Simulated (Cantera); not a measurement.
Cantera run, input and output.

```python
import numpy as np
import cantera as ct

gas = ct.Solution("gri30.yaml")
gas.TPX = 2000, 2666, {'C2H6': 1, 'H2': 74}
inlet = ct.Reservoir(gas, clone=True)

reactor = ct.IdealGasConstPressureReactor(gas, energy="off", clone=False)
exhaust = ct.Reservoir(gas, clone=True)
tau = [8, 2.4, 0.7, 0.21, 0.061, 0.018, 0.0053, 0.0016, 0.00046, 0.00014][0]
for a, b in ((inlet, reactor), (reactor, exhaust)):
    ct.MassFlowController(a, b, mdot=lambda t: reactor.mass / tau)
net = ct.ReactorNet([reactor])
show = ['C2H6', 'H2', 'C2H2', 'CH4', 'C2H', 'C2H4']

rows = []
print(f"{'tau/s':>10s}{'T/K':>9s}" + "".join(f"{s:>11s}" for s in show))
for tau in [8, 2.4, 0.7, 0.21, 0.061, 0.018, 0.0053, 0.0016, 0.00046, 0.00014]:
    net.initial_time = 0.0
    net.advance(30 * tau)
    before = gas.X
    net.advance(40 * tau)
    drift = np.max(np.abs(gas.X - before) / (gas.X + 1e-9))
    rows.append([gas.T, *gas[show].X, drift])
    print(f"{tau:10.3e}{gas.T:9.1f}" + "".join(f"{x:11.3e}" for x in gas[show].X))
```

Result:

```
     tau/s      T/K       C2H6         H2       C2H2        CH4        C2H       C2H4
 8.000e+00   2000.0  2.456e-08  9.772e-01  1.266e-02  4.525e-04  2.323e-06  2.395e-06
 2.400e+00   2000.0  8.401e-08  9.773e-01  1.243e-02  8.553e-04  2.197e-06  2.766e-06
 7.000e-01   2000.0  3.003e-07  9.774e-01  1.196e-02  1.675e-03  1.988e-06  4.090e-06
 2.100e-01   2000.0  1.050e-06  9.771e-01  1.109e-02  3.220e-03  1.707e-06  8.450e-06
 6.100e-02   2000.0  3.756e-06  9.761e-01  9.553e-03  5.974e-03  1.362e-06  2.229e-05
 1.800e-02   2000.0  1.283e-05  9.742e-01  7.425e-03  9.735e-03  1.011e-06  5.806e-05
 5.300e-03   2000.0  4.254e-05  9.721e-01  5.261e-03  1.339e-02  7.144e-07  1.381e-04
 1.600e-03   2000.0  1.361e-04  9.706e-01  3.662e-03  1.563e-02  5.067e-07  3.122e-04
 4.600e-04   2000.0  4.577e-04  9.701e-01  2.448e-03  1.613e-02  3.383e-07  7.291e-04
 1.400e-04   2000.0  1.441e-03  9.712e-01  1.299e-03  1.448e-02  1.670e-07  1.376e-03
```

Computed with Cantera and GRI-Mech 3.0 (53 species, 325 reactions). GRI-Mech 3.0 stops at C3 and has no aromatics, soot or wall deposition, so with more carbon than oxygen in the feed, carbon stays in small species such as C2H2 where larger ones or solid carbon would form. Radical loss at walls, strong at low pressure, is not modelled.
